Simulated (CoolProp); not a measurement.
Computed with CoolProp (reference Helmholtz-energy equation of state, Lemmon 2006). It is a short technical equation, of lower accuracy than the large ones.

Question: For C2F6 (R116), give the phase and the Prandtl number at 183.4 K and 11.3 MPa; 211.8 K and 0.0173 MPa; 336.4 K and 0.0218 MPa.

Answer: 
- 183.4 K and 11.3 MPa: liquid; Prandtl number 6.81
- 211.8 K and 0.0173 MPa: gas; Prandtl number 0.734
- 336.4 K and 0.0218 MPa: gas; Prandtl number 0.740

Viscosity comes from a separate model (Huber 2003), an estimate that may be off by 10 % or more. Thermal conductivity comes from a separate model (Huber 2003), an estimate that may be off by 10 % or more.
